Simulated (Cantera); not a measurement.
A perfectly stirred reactor is fed with 7.62 % CO, 0.915 % H₂, 4.50 % CH₄, 14.9 % O₂, 56.0 % N₂, 16.0 % H₂O, equivalence ratio 0.89, at 3.45 atm; it is adiabatic with a 800 K inlet, and is followed from long to short residence time, starting on the burning branch (τ in s: 0.16, 0.077, 0.038, 0.019, 0.0093, 0.0046, 0.0023, 0.0011, 0.00055, 0.00027, 0.00013, 6.6e-05, 3.3e-05).

Cantera simulation using GRI-Mech 3.0 (53 species, 325 reactions); the numbers are that mechanism's predictions, not measurements.

x: mole fraction; the columns are a selection and need not sum to one.

| τ (s) | T (K) | x CO | x H₂ | x CH₄ | x O | x CH₃ | x NO₂ | x C₂H₆ |
|---|---|---|---|---|---|---|---|---|
| 0.16 | 2260 | 0.00447 | 0.00178 | 3.74e-7 | 0.000289 | 1.88e-7 | [?] | <1e-12 |
| 0.077 | 2260 | 0.00455 | 0.00181 | 7.61e-7 | 0.000297 | 3.84e-7 | [?] | <1e-12 |
| 0.038 | 2260 | 0.00471 | 0.00186 | 1.50e-6 | 0.000310 | 7.57e-7 | [?] | 1.10e-12 |
| 0.019 | 2257 | 0.00501 | 0.00196 | 2.88e-6 | 0.000329 | 1.45e-6 | [?] | 4.06e-12 |
| 0.0093 | 2252 | 0.00559 | 0.00216 | 5.51e-6 | 0.000363 | 2.77e-6 | [?] | 1.48e-11 |
| 0.0046 | 2242 | 0.00659 | 0.00251 | 1.01e-5 | 0.000423 | 5.03e-6 | [?] | 4.95e-11 |
| 0.0023 | 2225 | 0.00818 | 0.00307 | 1.76e-5 | 0.000526 | 8.61e-6 | [?] | 1.48e-10 |
| 0.0011 | 2198 | 0.0107 | 0.00397 | 3.08e-5 | 0.000705 | 1.45e-5 | [?] | 4.35e-10 |
| 0.00055 | 2163 | 0.0139 | 0.00511 | 5.15e-5 | 0.000961 | 2.29e-5 | [?] | 1.14e-9 |
| 0.00027 | 2116 | 0.0182 | 0.00656 | 8.83e-5 | 0.00133 | 3.62e-5 | [?] | 3.06e-9 |
| 0.00013 | 2054 | 0.0238 | 0.00824 | 0.000160 | 0.00180 | 5.86e-5 | [?] | 9.04e-9 |
| 6.6e-5 | 1982 | 0.0310 | 0.00978 | 0.000299 | 0.00226 | 9.52e-5 | [?] | 2.91e-8 |
| 3.3e-5 | 1880 | 0.0428 | 0.0110 | 0.000675 | 0.00245 | 0.000174 | [?] | 1.50e-7 |

Problem. Some entries are withheld; supply them.

Solution. 
- 0.16, x NO₂: 1.62e-6
- 0.077, x NO₂: 1.24e-6
- 0.038, x NO₂: 8.48e-7
- 0.019, x NO₂: 5.39e-7
- 0.0093, x NO₂: 3.31e-7
- 0.0046, x NO₂: 2.11e-7
- 0.0023, x NO₂: 1.43e-7
- 0.0011, x NO₂: 9.94e-8
- 0.00055, x NO₂: 7.11e-8
- 0.00027, x NO₂: 5.01e-8
- 0.00013, x NO₂: 3.46e-8
- 6.6e-5, x NO₂: 2.38e-8
- 3.3e-5, x NO₂: 1.45e-8
